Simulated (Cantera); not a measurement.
A Cantera script and what it prints.

```python
import numpy as np
import cantera as ct

gas_names = """
    H HNO HNO2 HNO3 HO2 H2 H2O H2O2 N NH NH2 NH3 NH2OH NO NO2 NO3 N2 N2H2 N2H4 N2O O OH O2 O3 Si SiH
    SiH2 SiH3 SiH4 SiN SiO SiO2 Si2 Si2N Si3
""".split()
cond_names = """
    H2O(s) H2O(L) Si(cr) Si(L) SiO2(Lqz) SiO2(hqz) SiO2(L) Si2N2O(s) Si3N4(a)
""".split()


# ... load() reads the species with a 1 bar reference pressure and builds the phases ...
atoms = {
    'SiH4': {'Si': 1, 'H': 4},
    'NO': {'N': 1, 'O': 1},
    'N2': {'N': 2},
}
top_T = {'Si2N2O(s)': 2100, 'Si3N4(a)': 2400}  # K; cautious upper limits of use, not melting points


# ... equilibrate(T, P, feed) seeds the gas with the atoms and calls Mixture.equilibrate('TP', solver="vcs", rtol=1e-11, max_steps=5000) ...
results = []
feed = {'SiH4': 1, 'NO': 0.66, 'N2': 26}  # mol
P = 3600  # Pa
for T in [723, 798, 873, 948, 1023, 1098, 1173, 1248, 1323, 1398, 1473, 1548, 1623]:
    mix = equilibrate(T, P, feed)
    results.append((T, P, feed, dict(zip(mix.species_names, mix.species_moles))))
    x = sorted(zip(gas.X, gas.species_names), reverse=True)
    print(f"T = {T:g} K  P = {P:g} Pa  gas = {mix.phase_moles(0):.4g} mol")
    print("   x: " + "  ".join(f"{s} {v:.3e}" for v, s in x if v > 0.0001))
    print("   condensed (mol): " + ("  ".join(f"{mix.phase(i).name} {mix.phase_moles(i):.4g}"
          for i in range(1, mix.n_phases) if mix.phase_moles(i) > 1e-12) or "none"))
```

Result:

```
T = 723 K  P = 3600 Pa  gas = 27.88 mol
   x: N2 9.283e-01  H2 7.172e-02
   condensed (mol): SiO2(Lqz) 0.1067  Si2N2O(s) 0.4467
T = 798 K  P = 3600 Pa  gas = 27.88 mol
   x: N2 9.283e-01  H2 7.172e-02
   condensed (mol): SiO2(Lqz) 0.1066  Si2N2O(s) 0.4467
T = 873 K  P = 3600 Pa  gas = 27.88 mol
   x: N2 9.283e-01  H2 7.172e-02
   condensed (mol): SiO2(hqz) 0.1066  Si2N2O(s) 0.4467
T = 948 K  P = 3600 Pa  gas = 27.88 mol
   x: N2 9.283e-01  H2 7.172e-02
   condensed (mol): SiO2(hqz) 0.1066  Si2N2O(s) 0.4467
T = 1023 K  P = 3600 Pa  gas = 27.88 mol
   x: N2 9.283e-01  H2 7.172e-02
   condensed (mol): SiO2(hqz) 0.1066  Si2N2O(s) 0.4467
T = 1098 K  P = 3600 Pa  gas = 27.88 mol
   x: N2 9.283e-01  H2 7.172e-02
   condensed (mol): SiO2(hqz) 0.1066  Si2N2O(s) 0.4467
T = 1173 K  P = 3600 Pa  gas = 27.88 mol
   x: N2 9.283e-01  H2 7.172e-02
   condensed (mol): SiO2(hqz) 0.1065  Si2N2O(s) 0.4467
T = 1248 K  P = 3600 Pa  gas = 27.88 mol
   x: N2 9.283e-01  H2 7.172e-02
   condensed (mol): SiO2(hqz) 0.1065  Si2N2O(s) 0.4468
T = 1323 K  P = 3600 Pa  gas = 27.88 mol
   x: N2 9.283e-01  H2 7.171e-02
   condensed (mol): SiO2(hqz) 0.1064  Si2N2O(s) 0.4468
T = 1398 K  P = 3600 Pa  gas = 27.88 mol
   x: N2 9.283e-01  H2 7.171e-02
   condensed (mol): SiO2(hqz) 0.1063  Si2N2O(s) 0.4467
T = 1473 K  P = 3600 Pa  gas = 27.89 mol
   x: N2 9.282e-01  H2 7.169e-02
   condensed (mol): SiO2(hqz) 0.1055  Si2N2O(s) 0.446
T = 1548 K  P = 3600 Pa  gas = 27.91 mol
   x: N2 9.276e-01  H2 7.162e-02  SiO 6.668e-04
   condensed (mol): SiO2(hqz) 0.1001  Si2N2O(s) 0.4406
T = 1623 K  P = 3600 Pa  gas = 28.03 mol
   x: N2 9.246e-01  H2 7.127e-02  SiO 4.016e-03
   condensed (mol): SiO2(hqz) 0.06872  Si2N2O(s) 0.4094
```

These are equilibrium values from Cantera (NASA tables, ideal gas, pure condensed phases), not measurements of a reactor. Mutual solubility and eutectic melting of coexisting phases are not modelled. The tables hold silica as quartz up to 1696 K and as liquid above; real silica turns to tridymite and cristobalite and melts near 1996 K.
